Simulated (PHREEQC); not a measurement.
A made-up water analysis in mmol/kgw, 25 °C, pH 6.91, pe 9.9:

```csv
constituent,mmol/kgw
Na,0.181
K,3.73e-05
Ca,0.00628
Mg,0.0259
Cl,0.0152
S(6),0.00967
Alkalinity (meq/kgw),0.6
Ni,0.000104
```

Na is adjusted to close the charge balance.
Valence states are taken as typed.

Model: ion-association model, wateq4f.dat, run in PHREEQC.

No solid was allowed to form.

Order these Ni species by the share of Ni that they hold, largest first: Ni+2, NiHCO3+, NiCO3.

NiCO3 (58 %), Ni+2 (39 %), NiHCO3+ (2.9 %)

The pH is 6.91 and the ionic strength 0.000676 mol/kgw. The database's nickel carbonate constants are estimates that later reviews lower a good deal.
